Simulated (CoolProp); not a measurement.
Saturation properties of ammonia (Tc = 405.6 K, pc = 11.36 MPa, ω = 0.256).

Model: reference Helmholtz-energy equation of state, Gao 2020, in CoolProp.

```
T (K)  p (MPa)  enthalpy of vaporisation (kJ/kg)  liquid cp (kJ/(kg K))  vapour Z  liquid viscosity (µPa s)
-----  -------  --------------------------------  ---------------------  --------  ------------------------
241.6   0.1106                              1364                  4.472    0.9708                       249
247.2   0.1449                              1347                  4.494    0.9653                       231
252.9   0.1879                              1330                  4.516    0.9592                       215
258.5   0.2396                              1312                  4.540    0.9524                       201
264.1   0.3020                              1293                  4.565    0.9450                       188
269.8   0.3780                              1274                  4.592    0.9366                       176
275.4   0.4666                              1254                  4.622    0.9277                       166
281.1   0.5725                              1233                  4.655    0.9178                       156
286.7   0.6938                              1212                  4.692    0.9072                       148
292.3   0.8340                              1190                  4.732    0.8959                       140
```

It boils at 239.8 K under 1 atm.

Viscosity comes from a separate model (Fenghour 1995).
